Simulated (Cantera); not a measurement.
An adiabatic, constant-pressure homogeneous reactor starts with CO : H₂ : O₂ : N₂ = 1 : 0.051 : 0.478 : 1.8 (molar parts), equivalence ratio 1.1, at 1300 K and 47000 Pa. Integrator tolerance rtol = 1e-08.

Cantera simulation using GRI-Mech 3.0 (53 species, 325 reactions); the numbers are that mechanism's predictions, not measurements.

**Question.** What does this change do: 0.02 parts H2O added?

**Answer.** 
```
quantity                                                            before                                    after
---------------------------------  ---------------------------------------  ---------------------------------------
time of steepest temperature rise                                 0.170 ms                                 0.219 ms
temperature at 1.00 s                                               2666 K                                   2659 K
equilibrium temperature                                             2666 K                                   2659 K
x(CO) at 1.00 s                        0.128 (gas-phase equilibrium 0.128)      0.126 (gas-phase equilibrium 0.126)
x(H₂) at 1.00 s                    0.00109 (gas-phase equilibrium 0.00109)  0.00156 (gas-phase equilibrium 0.00156)
x(O₂) at 1.00 s                      0.0380 (gas-phase equilibrium 0.0380)    0.0371 (gas-phase equilibrium 0.0371)
x(O) at 1.00 s                     0.00894 (gas-phase equilibrium 0.00894)  0.00856 (gas-phase equilibrium 0.00856)
x(NO) at 1.00 s                      0.0112 (gas-phase equilibrium 0.0112)    0.0109 (gas-phase equilibrium 0.0109)
x(H₂O₂) at 1.00 s                  1.50e-8 (gas-phase equilibrium 1.50e-8)  2.14e-8 (gas-phase equilibrium 2.14e-8)
```

**Question.** What does this change do: O2 0.478 to 0.7 parts?

**Answer.** 
```json
[
 {"quantity": "time of steepest temperature rise", "before": "0.170 ms", "after": "0.153 ms"},
 {"quantity": "temperature at 1.00 s", "before": "2666 K", "after": "2683 K"},
 {"quantity": "equilibrium temperature", "before": "2666 K", "after": "2683 K"},
 {"quantity": "x(CO) at 1.00 s", "before": "0.128 (gas-phase equilibrium 0.128)", "after": "0.0969 (gas-phase equilibrium 0.0969)"},
 {"quantity": "x(H₂) at 1.00 s", "before": "0.00109 (gas-phase equilibrium 0.00109)", "after": "0.000699 (gas-phase equilibrium 0.000699)"},
 {"quantity": "x(O₂) at 1.00 s", "before": "0.0380 (gas-phase equilibrium 0.0380)", "after": "0.0861 (gas-phase equilibrium 0.0861)"},
 {"quantity": "x(O) at 1.00 s", "before": "0.00894 (gas-phase equilibrium 0.00894)", "after": "0.0144 (gas-phase equilibrium 0.0144)"},
 {"quantity": "x(NO) at 1.00 s", "before": "0.0112 (gas-phase equilibrium 0.0112)", "after": "0.0167 (gas-phase equilibrium 0.0167)"},
 {"quantity": "x(H₂O₂) at 1.00 s", "before": "1.50e-8 (gas-phase equilibrium 1.50e-8)", "after": "2.11e-8 (gas-phase equilibrium 2.11e-8)"}
]
```
